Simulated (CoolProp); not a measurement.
Model: reference Helmholtz-energy equation of state, Bücker 2006, in CoolProp.

Question: For isobutane, give the phase and the viscosity (µPa s), fugacity coefficient at 375.3 K and 4.95 MPa; 375.3 K and 5.77 MPa; 375.3 K and 6.6 MPa.

Answer: 
- 375.3 K and 4.95 MPa: liquid; viscosity 76.7, fugacity coefficient 0.353
- 375.3 K and 5.77 MPa: liquid; viscosity 79.1, fugacity coefficient 0.313
- 375.3 K and 6.6 MPa: liquid; viscosity 81.4, fugacity coefficient 0.283

Viscosity comes from a separate model (Vogel 2000).
